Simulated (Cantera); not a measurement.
# Silicon oxide and oxynitride deposition: HMDSO + O₃

A closed system holds: 1 mol HMDSO, 1.2 mol O₃, equilibrated at 10.0 Torr.

Equilibrium computed with Cantera from the NASA thermochemical tables; the gas is ideal and each condensed phase is pure. Candidate condensed phases: C, C₆H₆, C₇H₈, C₈H₁₈, H₂O, Si, SiC, SiO₂; 123 gas species. The feed counts by its element totals alone. Mutual solubility and eutectic melting of coexisting phases are not modelled. The tables hold silica as quartz up to 1696 K and as liquid above; real silica turns to tridymite and cristobalite and melts near 1996 K. Equilibrium is a limit: real reactors are often held back by kinetics, nucleation or transport.

From 973 K to 1273 K the condensed part is C(graphite) + SiO₂(β-quartz). At 1373 K the condensed part is C(graphite) + SiC(s) + SiO₂(β-quartz). At 1473 K the condensed part is SiC(s) + SiO₂(β-quartz). From 1573 K to 1773 K the condensed part is SiC(s).

```csv
T (K),x H₂,x CO,x SiO,x H,x CH₄,x H₂O,x CO₂,x Si,n C(graphite),n SiO₂(β-quartz),n SiC(s)
973,0.936,0.0620,<1e-12,9.06e-9,0.00150,0.000482,5.15e-5,<1e-12,5.39,2.00,0
1073,0.937,0.0624,3.20e-11,1.17e-7,0.000538,0.000101,7.32e-6,<1e-12,5.40,2.00,0
1173,0.937,0.0625,2.23e-8,9.89e-7,0.000228,2.77e-5,1.45e-6,<1e-12,5.40,2.00,0
1273,0.937,0.0625,5.46e-6,5.98e-6,0.000110,9.29e-6,3.74e-7,<1e-12,5.40,2.00,0
1373,0.816,0.183,0.000201,2.61e-5,4.47e-5,9.35e-6,1.02e-6,1.23e-10,3.27,1.29,0.710
1473,0.679,0.318,0.00287,9.03e-5,7.94e-6,1.37e-5,2.59e-6,6.11e-9,0,0.175,1.79
1573,0.662,0.316,0.0220,0.000286,2.08e-6,1.50e-5,2.47e-6,2.03e-7,0,0,1.70
1673,0.661,0.316,0.0220,0.000802,1.64e-6,6.76e-6,9.77e-7,1.81e-6,0,0,1.70
1773,0.660,0.316,0.0220,0.00200,1.33e-6,3.35e-6,4.31e-7,1.25e-5,0,0,1.70
```
x: gas mole fraction; n: condensed amount in mol.
